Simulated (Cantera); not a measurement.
A Cantera script and what it prints.

```python
import numpy as np
import cantera as ct

gas_names = """
    H HNO HNO2 HNO3 HO2 H2 H2O H2O2 N NH NH2 NH3 NH2OH NO NO2 NO3 N2 N2H2 N2H4 N2O O OH O2 O3 Si SiH
    SiH2 SiH3 SiH4 SiN SiO SiO2 Si2 Si2N Si3
""".split()
cond_names = """
    H2O(s) H2O(L) Si(cr) Si(L) SiO2(Lqz) SiO2(hqz) SiO2(L) Si2N2O(s) Si3N4(a)
""".split()


def load(file, names, dense=False):
    # The tables refer to 1 bar. Condensed volumes are neglected.
    table = {s.name: s for s in ct.Species.list_from_file(file)}
    out = []
    for n in names:
        d = dict(table[n].input_data)
        d["thermo"] = dict(d["thermo"], **{"reference-pressure": 1e5})
        if dense:
            d["equation-of-state"] = {"model": "constant-volume", "density": "1e6 g/cm^3"}
        out.append(ct.Species.from_dict(d))
    return out


gas = ct.Solution(thermo="ideal-gas", species=load("nasa_gas.yaml", gas_names))
cond = {s.name: ct.Solution(thermo="fixed-stoichiometry", species=[s], name=s.name)
        for s in load("nasa_condensed.yaml", cond_names, dense=True)}
atoms = {
    'Si2H6': {'Si': 2, 'H': 6},
    'O3': {'O': 3},
    'N2': {'N': 2},
}
top_T = {'Si2N2O(s)': 2100, 'Si3N4(a)': 2400}  # K; cautious upper limits of use, not melting points


def equilibrate(T, P, feed):
    n = {}
    for name, mol in feed.items():
        for a, k in atoms[name].items():
            n[a] = n.get(a, 0.0) + k * mol
    gas.TPX = T, P, n
    mass = sum(n.values()) * gas.mean_molecular_weight
    gas.equilibrate("TP")
    valid = [c for c in cond.values() if c.min_temp <= T <= top_T.get(c.name, c.max_temp)]
    mix = ct.Mixture([(gas, mass / gas.mean_molecular_weight)] + [(c, 0.0) for c in valid])
    mix.T, mix.P = T, P
    mix.equilibrate("TP", solver="vcs", rtol=1e-11, max_steps=5000)
    return mix


results = []
feed = {'Si2H6': 1, 'O3': 0.1, 'N2': 11}  # mol
P = 23  # Pa
for T in [1148, 1223, 1298, 1373, 1448, 1523, 1598, 1673, 1748, 1823, 1898, 1973, 2048, 2123]:
    mix = equilibrate(T, P, feed)
    results.append((T, P, feed, dict(zip(mix.species_names, mix.species_moles))))
    x = sorted(zip(gas.X, gas.species_names), reverse=True)
    print(f"T = {T:g} K  P = {P:g} Pa  gas = {mix.phase_moles(0):.4g} mol")
    print("   x: " + "  ".join(f"{s} {v:.3e}" for v, s in x if v > 1e-05))
    print("   condensed (mol): " + ("  ".join(f"{mix.phase(i).name} {mix.phase_moles(i):.4g}"
          for i in range(1, mix.n_phases) if mix.phase_moles(i) > 1e-12) or "none"))
```

It prints:

```
T = 1148 K  P = 23 Pa  gas = 12.77 mol
   x: N2 7.650e-01  H2 2.350e-01
   condensed (mol): Si2N2O(s) 0.3  Si3N4(a) 0.4667
T = 1223 K  P = 23 Pa  gas = 12.77 mol
   x: N2 7.650e-01  H2 2.350e-01
   condensed (mol): Si2N2O(s) 0.3  Si3N4(a) 0.4667
T = 1298 K  P = 23 Pa  gas = 12.77 mol
   x: N2 7.650e-01  H2 2.350e-01  H 3.425e-05
   condensed (mol): Si2N2O(s) 0.3  Si3N4(a) 0.4667
T = 1373 K  P = 23 Pa  gas = 12.77 mol
   x: N2 7.649e-01  H2 2.349e-01  H 1.064e-04  SiO 3.325e-05
   condensed (mol): Si2N2O(s) 0.2996  Si3N4(a) 0.4668
T = 1448 K  P = 23 Pa  gas = 12.78 mol
   x: N2 7.646e-01  H2 2.347e-01  SiO 4.603e-04  H 2.944e-04
   condensed (mol): Si2N2O(s) 0.2941  Si3N4(a) 0.4686
T = 1523 K  P = 23 Pa  gas = 12.86 mol
   x: N2 7.613e-01  H2 2.330e-01  SiO 4.897e-03  H 7.356e-04  Si 4.415e-05
   condensed (mol): Si2N2O(s) 0.237  Si3N4(a) 0.4875
T = 1598 K  P = 23 Pa  gas = 14.32 mol
   x: N2 7.683e-01  H2 2.087e-01  SiO 2.095e-02  H 1.604e-03  Si 4.066e-04
   condensed (mol): Si(cr) 1.694
T = 1673 K  P = 23 Pa  gas = 14.35 mol
   x: N2 7.665e-01  H2 2.073e-01  SiO 2.090e-02  H 3.419e-03  Si 1.816e-03  Si2N 2.879e-05  SiH 2.120e-05  SiN 1.600e-05
   condensed (mol): Si(cr) 1.672
T = 1748 K  P = 23 Pa  gas = 14.44 mol
   x: N2 7.616e-01  H2 2.043e-01  SiO 2.077e-02  H 6.809e-03  Si 6.328e-03  Si2N 7.410e-05  SiH 5.774e-05  SiN 4.345e-05  Si2 3.252e-05
   condensed (mol): Si(L) 1.604
T = 1823 K  P = 23 Pa  gas = 14.68 mol
   x: N2 7.491e-01  H2 1.979e-01  SiO 2.044e-02  Si 1.922e-02  H 1.271e-02  Si2N 1.638e-04  SiH 1.386e-04  Si2 1.244e-04  SiN 1.045e-04  Si3 2.923e-05
   condensed (mol): Si(L) 1.404
T = 1898 K  P = 23 Pa  gas = 15.3 mol
   x: N2 7.186e-01  H2 1.848e-01  Si 5.341e-02  H 2.216e-02  SiO 1.961e-02  Si2 4.269e-04  Si2N 3.350e-04  SiH 3.038e-04  SiN 2.311e-04  Si3 9.638e-05  SiH2 1.064e-05
   condensed (mol): Si(L) 0.8467
T = 1973 K  P = 23 Pa  gas = 16.26 mol
   x: N2 6.760e-01  H2 1.661e-01  Si 1.012e-01  H 3.626e-02  SiO 1.845e-02  Si2 7.247e-04  SiH 4.525e-04  SiN 3.508e-04  Si2N 3.486e-04  Si3 1.162e-04  SiH2 1.113e-05
   condensed (mol): none
T = 2048 K  P = 23 Pa  gas = 16.46 mol
   x: N2 6.681e-01  H2 1.532e-01  Si 1.016e-01  H 5.779e-02  SiO 1.823e-02  SiH 3.664e-04  Si2 3.645e-04  SiN 2.931e-04  Si2N 1.139e-04  Si3 2.360e-05
   condensed (mol): none
T = 2123 K  P = 23 Pa  gas = 16.72 mol
   x: N2 6.578e-01  H2 1.357e-01  Si 1.007e-01  H 8.714e-02  SiO 1.794e-02  SiH 2.907e-04  SiN 2.446e-04  Si2 1.877e-04  Si2N 3.920e-05
   condensed (mol): none
```

Method: chemical equilibrium by Gibbs-energy minimisation in Cantera with the NASA 1993 tables (ideal gas, pure condensed phases). The feed counts by its element totals alone. N2 is the only nitrogen source here; it is nearly inert below about 1500 K, so the nitride shown seldom forms there in practice. Mutual solubility and eutectic melting of coexisting phases are not modelled. The tables' values for SiN are old estimates; treat these amounts as uncertain. Gases not in the tables: Si2H6 and higher silanes.
